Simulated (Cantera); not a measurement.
Cantera run:

```python
import numpy as np
import cantera as ct

gas_names = """
    CL CLO CL2 N NO NO2 NO3 N2 N2O O O2 O3 Si SiCL SiCL2 SiCL3 SiCL4 SiN SiO SiO2 Si2 Si2N Si3
""".split()
cond_names = """
    Si(cr) Si(L) SiO2(Lqz) SiO2(hqz) SiO2(L) Si2N2O(s) Si3N4(a)
""".split()


# ... load() reads the species with a 1 bar reference pressure and builds the phases ...
atoms = {
    'SiCl4': {'Si': 1, 'CL': 4},
    'O2': {'O': 2},
    'N2': {'N': 2},
}
top_T = {'Si2N2O(s)': 2100, 'Si3N4(a)': 2400}  # K; cautious upper limits of use, not melting points


# ... equilibrate(T, P, feed) seeds the gas with the atoms and calls Mixture.equilibrate('TP', solver="vcs", rtol=1e-11, max_steps=5000) ...
results = []
T = 650  # K
P = 12000  # Pa
for m in [0.64, 0.9, 1.2, 1.4, 1.7, 1.9, 2.2, 2.5, 2.7, 3, 3.2, 3.5, 3.8]:
    feed = {'SiCl4': 1, 'O2': m, 'N2': 160}  # mol
    mix = equilibrate(T, P, feed)
    results.append((T, P, feed, dict(zip(mix.species_names, mix.species_moles))))

top = {s: max(r[3][s] / sum(r[3][g] for g in gas_names) for r in results) for s in gas_names}
cols = sorted((s for s in top if top[s] > 1e-05), key=lambda s: -top[s])[:9]
seen = [c for c in cond_names if any(r[3].get(c, 0) > 1e-12 for r in results)]
print("log10 of partial pressures in bar; condensed amounts in mol")
print(f"{'n(O2)':>10s}" + "".join(f"{s[:9]:>10s}" for s in cols + seen))
for T, P, feed, n in results:
    ng = sum(n[g] for g in gas_names)
    print(f"{feed['O2']:10.4g}" + "".join(f"{np.log10(max(n[s] / ng * P / 1e5, 1e-99)):10.3f}" for s in cols)
          + "".join(f"{n.get(c, 0):10.4g}" for c in seen))
```

Result:

```
log10 of partial pressures in bar; condensed amounts in mol
     n(O2)        N2        O2       CL2     SiCL4 SiO2(Lqz)
      0.64    -0.925   -19.837    -3.022    -3.573      0.64
       0.9    -0.926   -18.985    -2.875    -4.130       0.9
       1.2    -0.927    -3.830    -2.830   -19.196         1
       1.4    -0.927    -3.529    -2.830   -19.497         1
       1.7    -0.928    -3.287    -2.831   -19.741         1
       1.9    -0.929    -3.178    -2.832   -19.851         1
       2.2    -0.929    -3.054    -2.833   -19.977         1
       2.5    -0.930    -2.958    -2.833   -20.074         1
       2.7    -0.931    -2.904    -2.834   -20.129         1
         3    -0.932    -2.835    -2.835   -20.200         1
       3.2    -0.932    -2.794    -2.835   -20.242         1
       3.5    -0.933    -2.739    -2.836   -20.299         1
       3.8    -0.934    -2.691    -2.837   -20.349         1
```

These are equilibrium values from Cantera (NASA tables, ideal gas, pure condensed phases), not measurements of a reactor.
